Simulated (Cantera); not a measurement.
Feed: 1 mol Cu2O, 0.96 mol C, 0.38 mol N2, equilibrated at 750 Torr.

Equilibrium computed with Cantera from the NASA thermochemical tables; the gas is ideal and each condensed phase is pure. Candidate condensed phases: C, Cu, CuO, Cu2O; 27 gas species. Rates play no part.

Task: Which condensed phases are stable at each of these points (T (°C)): 577, 777, 977, 1177, 1377, 1577, 1777?

Result: 
```csv
T (°C),condensed phases,Cu condensed (%)
577,C(graphite) + Cu(s),100.0
777,C(graphite) + Cu(s),100.0
977,Cu(s),100.0
1177,Cu(l),100.0
1377,Cu(l),100.0
1577,Cu(l),99.9
1777,Cu(l),99.5
```

From 577 °C to 777 °C the condensed part is C(graphite) + Cu(s). At 977 °C the condensed part is Cu(s). From 1177 °C to 1777 °C the condensed part is Cu(l).
